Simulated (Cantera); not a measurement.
What does this Cantera script print?

```python
import numpy as np
import cantera as ct

gas_names = [...]  # 62 gases of nasa_gas.yaml made of B, F, H, N, O
cond_names = """
    B(b) B(L) BN(s) B2O3(L) B3O3H3(cr) H2O(s) H2O(L)
""".split()


# ... load() reads the species with a 1 bar reference pressure and builds the phases ...
atoms = {
    'BF3': {'B': 1, 'F': 3},
    'H2O': {'H': 2, 'O': 1},
    'N2': {'N': 2},
    'H2': {'H': 2},
}
top_T = {'BN(s)': 3200}  # K; cautious upper limits of use, not melting points


# ... equilibrate(T, P, feed) seeds the gas with the atoms and calls Mixture.equilibrate('TP', solver="vcs", rtol=1e-11, max_steps=5000) ...
results = []
feed = {'BF3': 1, 'H2O': 1.6, 'N2': 130, 'H2': 14}  # mol
T = 1400  # K
P = 13000  # Pa
mix = equilibrate(T, P, feed)
results.append((T, P, feed, dict(zip(mix.species_names, mix.species_moles))))
x = sorted(zip(gas.X, gas.species_names), reverse=True)
print(f"T = {T:g} K  P = {P:g} Pa  gas = {mix.phase_moles(0):.4g} mol")
print("   x: " + "  ".join(f"{s} {v:.3e}" for v, s in x if v > 0.001))
print("   condensed (mol): " + ("  ".join(f"{mix.phase(i).name} {mix.phase_moles(i):.4g}"
      for i in range(1, mix.n_phases) if mix.phase_moles(i) > 1e-12) or "none"))
```

It prints:

```
T = 1400 K  P = 13000 Pa  gas = 147.5 mol
   x: N2 8.815e-01  H2 9.493e-02  HF 1.246e-02  BOF 5.279e-03  H2O 4.325e-03
   condensed (mol): none
```

Cantera equilibrium calculation (NASA polynomials, part measured and part estimated; ideal gas, pure solids and liquids). Gases not in the tables: H3BO3.
